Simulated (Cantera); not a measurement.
Cantera with NASA thermochemical tables; ideal gases at 1 bar, condensed phases pure. Values are per mole of reaction as written; species without (g) are pure solids or liquids, kept so even where they would boil at 1 bar.

2 P2(g) + 10 NO(g) ⇌ 10 N(g) + P4O10

| T (K) | ΔH° (kJ) | ΔS° (J/K) | ΔG° (kJ) | log10 K |
|---|---|---|---|---|
| 423 | ___ | ___ | ___ | ___ |
| 448 | 530.2 | -746.4 | 864.6 | -100.80 |
| 473 | 533.2 | -739.8 | 883.1 | -97.52 |
| 498 | 536.4 | -733.1 | 901.5 | -94.56 |
| 523 | 539.9 | -726.4 | 919.8 | -91.86 |
| 548 | ___ | ___ | ___ | ___ |
| 573 | 547.2 | -713.0 | 955.8 | -87.13 |
| 598 | 551.1 | -706.3 | 973.5 | -85.03 |
| 623 | 555.2 | -699.6 | 991.1 | -83.09 |
| 648 | ___ | ___ | ___ | ___ |

Problem. Some entries are withheld; supply them.

Solution. 
- 423, ΔH° (kJ): 527.3
- 423, ΔS° (J/K): -752.9
- 423, ΔG° (kJ): 845.8
- 423, log10 K: -104.44
- 548, ΔH° (kJ): 543.5
- 548, ΔS° (J/K): -719.7
- 548, ΔG° (kJ): 937.9
- 548, log10 K: -89.39
- 648, ΔH° (kJ): 559.4
- 648, ΔS° (J/K): -693.0
- 648, ΔG° (kJ): 1008.5
- 648, log10 K: -81.29
